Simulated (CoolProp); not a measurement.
Nitrogen along the isotherm -137.75 °C: density (kg/m³) from the reference equation and from simpler models built on Tc = -147.0 °C, pc = 3.396 MPa, ω = 0.037; each cubic takes its own stable root.

Computed with CoolProp (reference Helmholtz-energy equation of state, Span 2000).

| p (MPa) | phase | reference | ideal gas | van der Waals | Redlich-Kwong | Soave-Redlich-Kwong | Peng-Robinson |
|---|---|---|---|---|---|---|---|
| 0.0537 | gas | 1.342 | 1.336 | 1.342 | 1.342 | 1.342 | 1.343 |
| 0.122 | gas | 3.065 | 3.036 | 3.064 | 3.067 | 3.066 | 3.070 |
| 0.278 | gas | 7.075 | 6.918 | 7.065 | 7.081 | 7.080 | 7.101 |
| 0.633 | gas | 16.61 | 15.75 | 16.55 | 16.64 | 16.63 | 16.75 |
| 1.44 | gas | 40.87 | 35.83 | 40.57 | 41.03 | 41.00 | 41.68 |
| 3.28 | gas | 121.4 | 81.62 | 120.7 | 122.2 | 121.6 | 127.0 |
| 7.46 | supercritical | 482.5 | 185.6 | 391.3 | 446.0 | 443.2 | 486.2 |
| 17 | supercritical | 604.9 | 423.0 | 480.7 | 595.5 | 594.2 | 658.5 |
